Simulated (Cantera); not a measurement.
Charge: 1 mol CH2F2, 1.4 mol CH4, held at 100 Torr.

Method: chemical equilibrium by Gibbs-energy minimisation in Cantera with the NASA 1993 tables (ideal gas, pure condensed phases). Candidate condensed phases: C, C6H6, C7H8, C8H18; 95 gas species. Rates play no part.

Task: What share of the C ends up in condensed phases as a function of T (°C), at 2625, 2675, 2725, 2775, 2825, 2875, 2925, 2975, 3025, 3075?

Result: 
```
T (°C)  C condensed (%)           as
------  ---------------  -----------
2625               90.2  C(graphite)
2675               88.4  C(graphite)
2725               86.1  C(graphite)
2775               83.2  C(graphite)
2825               79.3  C(graphite)
2875               73.7  C(graphite)
2925               65.6  C(graphite)
2975               53.5  C(graphite)
3025               34.9  C(graphite)
3075                5.9  C(graphite)
```
